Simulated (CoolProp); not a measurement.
Vapour-liquid equilibrium of benzene (1) + toluene (2) at 1.27 MPa; x and y are mole fractions of (1).

Model: multi-fluid Helmholtz-energy mixture model, Thol 2012 and Lemmon 2006; pair parameters Bell 2016, in CoolProp.

### Question
Give the bubble temperature and the first vapour's composition at x = 0.05, 0.25, 0.95. Is there an azeotrope?

### Answer
x = 0.05: 229.4 °C, y = 0.075; x = 0.25: 220.4 °C, y = 0.343; x = 0.95: 194.0 °C, y = 0.969. No azeotrope shows between x = 0.05 and 0.95.

Pair parameters are fitted to limited data, so mixtures are less certain than the pure fluids.
